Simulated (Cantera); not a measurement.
Charge: 1 mol CH3SiH3, 0.26 mol C3H8, 1.2 mol H2, held at 2225 °C and 14.3 Torr.

Method: chemical equilibrium by Gibbs-energy minimisation in Cantera with the NASA 1993 tables (ideal gas, pure condensed phases). Candidate condensed phases: C, C6H6, C7H8, C8H18, Si, SiC; 87 gas species. The feed counts by its element totals alone. Gases not in the tables: Si2H6 and higher silanes. Kinetics and transport are ignored.

Base state: H2 0.750, H 0.157, Si 0.0588, SiC2 0.0152, Si2C 0.00837, C2H2 (acetylene) 0.00805, SiH 0.00186, Si2 0.000373 (mole fractions); condensed: C(graphite) + SiC(s).

Task: What changes in the equilibrium state with this change: CH3SiH3 replaced by SiCl4?

Result: 
```tsv
species	before	after
HCl	0	0.396
H2	0.750	0.209
SiCl2	0	0.140
Cl	0	0.111
SiCl	0	0.0161
H	0.157	0.0827
Si	0.0588	0.0311
SiC2	0.0152	0.00802
SiCl3	0	0.000958
C2HCl	0	4.86e-5
Cl2	0	2.01e-5
SiH2	0.000182	2.68e-5
Si3	1.54e-5	2.28e-6
C(graphite), mol	1.02	0.665
SiC(s), mol	0.415	0
```
The tables' values for SiCl, SiCl3 are old estimates; treat these amounts as uncertain.
